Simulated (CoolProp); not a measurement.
Values from CoolProp's reference Helmholtz-energy equation of state, Lemmon 2006. It is a short technical equation, of lower accuracy than the large ones.

Give the vapour pressure (MPa), liquid density (kg/m³), enthalpy of vaporisation (kJ/kg), liquid cp (kJ/(kg K)) of saturated R141b at 356.1 K.


```
T (K)  p (MPa)  liquid density (kg/m³)  enthalpy of vaporisation (kJ/kg)  liquid cp (kJ/(kg K))
-----  -------  ----------------------  --------------------------------  ---------------------
356.1    0.454                    1110                               196                   1.26
```
